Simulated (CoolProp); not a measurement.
Values from CoolProp's reference Helmholtz-energy equation of state, Lemmon 2005. It is a short technical equation, of lower accuracy than the large ones.

Q: Give the vapour pressure (bar), vapour density (kg/m³), enthalpy of vaporisation (kJ/kg), liquid cp (kJ/(kg K)) of saturated 1-butene at -75.95, -61.05, 102.45 °C.

A: 
| T (°C) | p (bar) | vapour density (kg/m³) | enthalpy of vaporisation (kJ/kg) | liquid cp (kJ/(kg K)) |
|---|---|---|---|---|
| -75.95 | 0.0212 | 0.0728 | 453 | 1.96 |
| -61.05 | 0.0623 | 0.200 | 440 | 1.99 |
| 102.45 | 18.7 | 48.8 | 244 | 3.04 |
